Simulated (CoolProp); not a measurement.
Saturated liquid density (kg/m³) of R236EA: the reference equation beside estimates from Tc = 412.4 K, pc = 3414 kPa, ω = 0.368. Rackett uses Z = 0.29056 − 0.08775 ω.

Model: reference Helmholtz-energy equation of state, Rui 2013, in CoolProp.

| T (K) | reference | Rackett | van der Waals | Redlich-Kwong | Soave-Redlich-Kwong | Peng-Robinson |
|---|---|---|---|---|---|---|
| 268.4 | 1517 | 1597 | 899.4 | 1315 | 1386 | 1565 |
| 277.8 | 1489 | 1567 | 883.3 | 1287 | 1360 | 1537 |
| 287.1 | 1461 | 1536 | 866.8 | 1258 | 1333 | 1508 |
| 296.4 | 1432 | 1504 | 849.6 | 1227 | 1304 | 1476 |
| 305.8 | 1402 | 1470 | 831.4 | 1194 | 1272 | 1442 |
| 315.1 | 1370 | 1436 | 812.5 | 1161 | 1239 | 1405 |
| 324.4 | 1338 | 1400 | 792.5 | 1125 | 1204 | 1366 |
| 333.8 | 1303 | 1362 | 771.1 | 1086 | 1165 | 1322 |
| 343.1 | 1266 | 1322 | 748.6 | 1046 | 1123 | 1275 |
| 352.4 | 1227 | 1279 | 724.5 | 1002 | 1077 | 1223 |
| 361.8 | 1184 | 1233 | 698.0 | 954.5 | 1027 | 1165 |
| 371.1 | 1136 | 1182 | 669.1 | 902.9 | 970.6 | 1100 |
| 380.4 | 1083 | 1125 | 636.8 | 845.4 | 907.0 | 1026 |
| 389.8 | 1018 | 1058 | 599.0 | 778.8 | 831.8 | 937.8 |

Absolute difference from the reference over all 14 rows, mean and median: Rackett 4.6 and 4.6 %, van der Waals 40.9 and 40.8 %, Redlich-Kwong 17.1 and 16.3 %, Soave-Redlich-Kwong 11.5 and 10.3 %, Peng-Robinson 2.9 and 3.0 %.
